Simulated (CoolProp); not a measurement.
Vapour-liquid equilibrium of benzene (1) + n-octane (2) at 0.308 bar; x and y are mole fractions of (1).

Values from CoolProp's multi-fluid Helmholtz-energy mixture model, Thol 2012 and Beckmüller 2019; pair parameters Bell 2016.

Q: Give the bubble temperature and the first vapour's composition at x = 0.05, 0.35, 0.5. Is there an azeotrope?

A: x = 0.05: 82.3 °C, y = 0.211; x = 0.35: 61.8 °C, y = 0.751; x = 0.5: 56.4 °C, y = 0.841. No azeotrope shows between x = 0.05 and 0.95.

Pair parameters are fitted to limited data, so mixtures are less certain than the pure fluids.
